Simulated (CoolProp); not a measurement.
The fluid at 384.8 K and 4.09 MPa is throttled through a valve to 1.47 MPa with no heat exchange. The same conditions are run with several fluids, on thermodynamics alone (safety and materials aside).

Computed with CoolProp (reference Helmholtz-energy equation of state of each fluid (n-perfluorobutane: Gao 2022; n-undecane: Aleksandrov 2011; isobutane: Bücker 2006; n-nonane: Lemmon 2006; hexamethyldisiloxane (MM): Thol 2016)).

| fluid | temperature change (K) | final phase | final density (kg/m³) |
|---|---|---|---|
| n-perfluorobutane | ? | ? | ? |
| n-undecane | +0.9 | liquid | 671 |
| isobutane | ? | two-phase, vapour fraction 0.329 | ? |
| n-nonane | +0.8 | liquid | ? |
| hexamethyldisiloxane (MM) | +0.6 | liquid | ? |

Question: Fill in the missing entries.

Answer: 
- n-perfluorobutane, temperature change (K): -20.6
- n-perfluorobutane, final phase: two-phase, vapour fraction 0.462
- n-perfluorobutane, final density (kg/m³): 335
- isobutane, temperature change (K): -27.2
- isobutane, final density (kg/m³): 102
- n-nonane, final density (kg/m³): 645
- hexamethyldisiloxane (MM), final density (kg/m³): 665
